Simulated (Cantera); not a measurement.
A closed system holds: 1 mol SiH4, 5.1 mol H2, at 0.100 bar.

Cantera equilibrium calculation (NASA polynomials, part measured and part estimated; ideal gas, pure solids and liquids). Candidate condensed phases: Si; 9 gas species. Gases not in the tables: Si2H6 and higher silanes. Equilibrium is a limit: real reactors are often held back by kinetics, nucleation or transport.

**Question.** At 1475 °C, list the 4 most abundant gas species with their mole fractions, and the condensed phases.

**Answer.** H2 0.999, H 0.000722, SiH2 2.05e-5, Si 1.46e-5. Condensed: Si(l).
